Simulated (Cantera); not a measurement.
Charge: 1 mol Fe2O3, 3.1 mol O2, 1.3 mol N2, equilibrated at 0.540 bar.

Equilibrium computed with Cantera from the NASA thermochemical tables; the gas is ideal and each condensed phase is pure. Candidate condensed phases: Fe, FeO, Fe2O3, Fe3O4; 11 gas species. The numbers say what is thermodynamically allowed, not how fast it happens.

Q: At 1525 K, list the 4 most abundant gas species with their mole fractions, and the condensed phases.

A: O2 0.704, N2 0.295, NO 0.00154, NO2 1.04e-5. Condensed: Fe2O3(s).
